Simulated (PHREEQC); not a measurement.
PHREEQC input (ion-association model, wateq4f.dat):

```
SOLUTION_MASTER_SPECIES
  An  An-  0  An  62.0  # stands for a non-complexing anion
SOLUTION_SPECIES
  An- = An-
    -log_k 0
    -gamma 3.0 0
PHASES
  Fix_H+
    H+ = H+
    -log_k 0
SOLUTION 1
  temp 25
  units mmol/kgw
  pH 7 charge
  S(6) 0.0362
  Na 50.0064
  Cu(2) 0.033
  An 50
END
SELECTED_OUTPUT 1
  -reset false
  -pH true
  -pe true
  -ionic_strength true
  -water true
  -totals Cu Na S Cu(1) Cu(2) S(-2) S(6)
  -molalities Hfo_wOH Hfo_wOH2+ Hfo_wO- Hfo_sOH Hfo_sOH2+ Hfo_sO- Hfo_sOCu+ Hfo_wOCu+ Hfo_wSO4- Hfo_wOHSO4-2
  -saturation_indices Cu(OH)2 Brochantite Antlerite Mirabilite Chalcanthite
USER_PUNCH 1
  -headings sigma psi
  10 PUNCH EDL("sigma", "Hfo"), EDL("psi", "Hfo")
PRINT
  -reset false
USE solution 1
SURFACE 1
  Hfo_wOH 0.000186517 600 0.083
  Hfo_sOH 4.66292e-06
EQUILIBRIUM_PHASES 1
  Fix_H+ -4 HAn 10
    -force_equality true
  O2(g) -0.68 10
END
# ... the last block is repeated for the other 16 points of pH, with NaOH or the acid as the point needs
```

Selected output (columns that matter, 9 of 17 rows; pH added in front):

```
pH	mu	Cu	Na	S	m_Hfo_wOH	m_Hfo_wOH2+	m_Hfo_wO-	si_Cu(OH)2	si_Brochantite	si_Antlerite	si_Mirabilite	si_Chalcanthite	sigma	psi
4	0.050275	3.2708e-05	0.050006	2.9842e-06	1.6007e-05	0.00013721	4.278e-08	-5.4441	-16.466	-12.612	-7.5759	-8.0778	0.1975	0.13943
5	0.05014	2.6723e-05	0.050006	9.4073e-06	5.4048e-05	0.00010233	6.5393e-07	-3.532	-10.317	-8.375	-7.0748	-7.6647	0.132	0.11907
6	0.050063	5.3124e-06	0.050006	2.2858e-05	9.9868e-05	4.5061e-05	5.0705e-06	-2.2403	-6.7638	-6.1135	-6.6884	-7.9866	0.084284	0.096757
7	0.050083	3.6327e-07	0.050043	3.3891e-05	0.00011965	1.6138e-05	2.0321e-05	-1.7106	-6.4739	-6.3533	-6.5167	-9.2858	0.04646	0.068624
8	0.050099	3.2977e-07	0.050067	3.6128e-05	0.00011494	8.74e-06	3.4628e-05	-1.4437	-7.3787	-7.525	-6.4886	-10.991	0.012826	0.024192
9	0.050117	4.8718e-07	0.050092	3.6199e-05	0.00010726	5.7946e-06	4.5482e-05	-1.2676	-8.6736	-8.996	-6.4874	-12.814	-0.01397	-0.026182
10	0.050238	8.6522e-07	0.050222	3.62e-05	9.3489e-05	3.2189e-06	6.2203e-05	-1.0182	-9.6762	-10.248	-6.4857	-14.565	-0.052121	-0.073764
11	0.051366	2.465e-06	0.051368	3.62e-05	6.6083e-05	1.0717e-06	9.3347e-05	-0.5664	-9.8724	-10.896	-6.4711	-16.117	-0.11979	-0.11358
12	0.062713	1.2321e-05	0.062745	3.62e-05	2.9919e-05	1.4627e-07	0.0001402	0.094	-9.2631	-10.947	-6.3437	-17.49	-0.23168	-0.14193
```

Along this series the solution becomes supersaturated in solids that the run did not let form, among them Cu(OH)2. The database's constant for dissolved Cu(OH)2 is higher than later reviews accept.
